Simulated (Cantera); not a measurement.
Input (Python, Cantera) and output of one run.

```python
import numpy as np
import cantera as ct

gas_names = [...]  # 109 gases of nasa_gas.yaml made of C, Cl, H, Si
cond_names = """
    C(gr) C6H6(L) C7H8(L) C8H18(L),n-octa Si(cr) Si(L) SiC(b)
""".split()


# ... load() reads the species with a 1 bar reference pressure and builds the phases ...
atoms = {
    'SiCl4': {'Si': 1, 'CL': 4},
    'CH4': {'C': 1, 'H': 4},
    'H2': {'H': 2},
}
top_T = {'C(gr)': 4500, 'SiC(b)': 3050}  # K; cautious upper limits of use, not melting points


# ... equilibrate(T, P, feed) seeds the gas with the atoms and calls Mixture.equilibrate('TP', solver="vcs", rtol=1e-11, max_steps=5000) ...
results = []
T = 1100  # K
P = 3800  # Pa
for m in [0.13, 0.15, 0.18, 0.21, 0.25, 0.3, 0.35, 0.41, 0.49, 0.57, 0.67, 0.8, 0.94]:
    feed = {'SiCl4': 1, 'CH4': m, 'H2': 6.5}  # mol
    mix = equilibrate(T, P, feed)
    results.append((T, P, feed, dict(zip(mix.species_names, mix.species_moles))))
    x = sorted(zip(gas.X, gas.species_names), reverse=True)
    print(f"T = {T:g} K  P = {P:g} Pa  n(CH4) = {m:g} mol  gas = {mix.phase_moles(0):.4g} mol")
    print("   x: " + "  ".join(f"{s} {v:.3e}" for v, s in x if v > 1e-05))
    print("   condensed (mol): " + ("  ".join(f"{mix.phase(i).name} {mix.phase_moles(i):.4g}"
          for i in range(1, mix.n_phases) if mix.phase_moles(i) > 1e-12) or "none"))
```

It prints:

```
T = 1100 K  P = 3800 Pa  n(CH4) = 0.13 mol  gas = 7.925 mol
   x: H2 8.031e-01  SiCL4 9.088e-02  HCL 8.710e-02  SiHCL3 1.236e-02  SiCL3 3.954e-03  SiCL2 2.394e-03  SiH2CL2 2.015e-04
   condensed (mol): SiC(b) 0.13
T = 1100 K  P = 3800 Pa  n(CH4) = 0.15 mol  gas = 7.98 mol
   x: H2 7.992e-01  HCL 9.429e-02  SiCL4 8.956e-02  SiHCL3 1.120e-02  SiCL3 3.591e-03  SiCL2 2.004e-03  SiH2CL2 1.678e-04
   condensed (mol): SiC(b) 0.1499
T = 1100 K  P = 3800 Pa  n(CH4) = 0.18 mol  gas = 8.065 mol
   x: H2 7.929e-01  HCL 1.054e-01  SiCL4 8.721e-02  SiHCL3 9.679e-03  SiCL3 3.117e-03  SiCL2 1.550e-03  SiH2CL2 1.288e-04  CH4 1.367e-05
   condensed (mol): SiC(b) 0.1799
T = 1100 K  P = 3800 Pa  n(CH4) = 0.21 mol  gas = 8.151 mol
   x: H2 7.863e-01  HCL 1.167e-01  SiCL4 8.452e-02  SiHCL3 8.398e-03  SiCL3 2.715e-03  SiCL2 1.214e-03  SiH2CL2 1.000e-04  CH4 2.123e-05
   condensed (mol): SiC(b) 0.2098
T = 1100 K  P = 3800 Pa  n(CH4) = 0.25 mol  gas = 8.266 mol
   x: H2 7.772e-01  HCL 1.320e-01  SiCL4 8.054e-02  SiHCL3 6.992e-03  SiCL3 2.274e-03  SiCL2 8.936e-04  SiH2CL2 7.276e-05  CH4 3.648e-05
   condensed (mol): SiC(b) 0.2497
T = 1100 K  P = 3800 Pa  n(CH4) = 0.3 mol  gas = 8.412 mol
   x: H2 7.655e-01  HCL 1.512e-01  SiCL4 7.516e-02  SiHCL3 5.612e-03  SiCL3 1.839e-03  SiCL2 6.263e-04  CH4 6.723e-05  SiH2CL2 5.023e-05
   condensed (mol): SiC(b) 0.2994
T = 1100 K  P = 3800 Pa  n(CH4) = 0.35 mol  gas = 8.558 mol
   x: H2 7.537e-01  HCL 1.701e-01  SiCL4 6.954e-02  SiHCL3 4.543e-03  SiCL3 1.500e-03  SiCL2 4.506e-04  CH4 1.165e-04  SiH2CL2 3.558e-05
   condensed (mol): SiC(b) 0.349
T = 1100 K  P = 3800 Pa  n(CH4) = 0.41 mol  gas = 8.734 mol
   x: H2 7.397e-01  HCL 1.923e-01  SiCL4 6.268e-02  SiHCL3 3.556e-03  SiCL3 1.185e-03  SiCL2 3.119e-04  CH4 2.111e-04  SiH2CL2 2.417e-05
   condensed (mol): SiC(b) 0.4082
T = 1100 K  P = 3800 Pa  n(CH4) = 0.49 mol  gas = 8.968 mol
   x: H2 7.215e-01  HCL 2.207e-01  SiCL4 5.363e-02  SiHCL3 2.586e-03  SiCL3 8.727e-04  CH4 4.280e-04  SiCL2 1.977e-04  SiH2CL2 1.494e-05
   condensed (mol): SiC(b) 0.4862
T = 1100 K  P = 3800 Pa  n(CH4) = 0.57 mol  gas = 9.182 mol
   x: H2 7.096e-01  HCL 2.401e-01  SiCL4 4.676e-02  SiHCL3 2.039e-03  SiCL3 6.939e-04  CH4 6.868e-04  SiCL2 1.433e-04  SiH2CL2 1.065e-05
   condensed (mol): C(gr) 0.01958  SiC(b) 0.5441
T = 1100 K  P = 3800 Pa  n(CH4) = 0.67 mol  gas = 9.39 mol
   x: H2 7.134e-01  HCL 2.382e-01  SiCL4 4.487e-02  SiHCL3 1.982e-03  CH4 6.942e-04  SiCL3 6.727e-04  SiCL2 1.404e-04  SiH2CL2 1.049e-05
   condensed (mol): C(gr) 0.1111  SiC(b) 0.5523
T = 1100 K  P = 3800 Pa  n(CH4) = 0.8 mol  gas = 9.66 mol
   x: H2 7.182e-01  HCL 2.359e-01  SiCL4 4.255e-02  SiHCL3 1.911e-03  CH4 7.035e-04  SiCL3 6.465e-04  SiCL2 1.367e-04  SiH2CL2 1.028e-05
   condensed (mol): C(gr) 0.2304  SiC(b) 0.5628
T = 1100 K  P = 3800 Pa  n(CH4) = 0.94 mol  gas = 9.951 mol
   x: H2 7.231e-01  HCL 2.334e-01  SiCL4 4.023e-02  SiHCL3 1.838e-03  CH4 7.132e-04  SiCL3 6.198e-04  SiCL2 1.329e-04  SiH2CL2 1.007e-05
   condensed (mol): C(gr) 0.3591  SiC(b) 0.5738
```

Equilibrium computed with Cantera from the NASA thermochemical tables; the gas is ideal and each condensed phase is pure. The tables' values for SiCl3 are old estimates; treat these amounts as uncertain.
